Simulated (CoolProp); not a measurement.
Model: reference Helmholtz-energy equation of state, Span 2000, in CoolProp.

Problem. Give the vapour pressure (kPa), surface tension (mN/m), liquid conductivity (mW/(m K)) of saturated nitrogen at -173.35, -169.75 °C.

Solution. 
| T (°C) | p (kPa) | surface tension (mN/m) | liquid conductivity (mW/(m K)) |
|---|---|---|---|
| -173.35 | 768 | 4.12 | 101 |
| -169.75 | 978 | 3.44 | 93.4 |

Thermal conductivity comes from a separate model (Lemmon 2004). Surface tension comes from a separate correlation (Mulero 2012).
